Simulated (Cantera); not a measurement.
Input: 1 mol BN, 14 mol O2, 1.7 mol H2, equilibrated at 1373 K and 1200 Pa.

Cantera equilibrium calculation (NASA polynomials, part measured and part estimated; ideal gas, pure solids and liquids). Candidate condensed phases: B, BN, B2O3, B3O3H3, H2O; 39 gas species. Gases not in the tables: H3BO3. Kinetics and transport are ignored.

Question: What is the equilibrium state?

Answer: 
```json
{
 "x(O2)": "0.840",
 "x(H2O)": "0.105",
 "x(N2)": "0.0338",
 "x(HBO2)": "0.0208",
 "x(NO)": "0.000257",
 "x(B2O3)": "0.000104",
 "x(OH)": "0.000102",
 "x(BO2)": "2.54e-5",
 "x((HBO2)3)": "2.44e-5",
 "n(B2O3(l))": "0.344 mol",
 "gas_amount": "14.76 mol",
 "log10 activity of B(s) (absent)": "-16.36",
 "log10 activity of B3O3H3(s) (absent)": "-35.10"
}
```
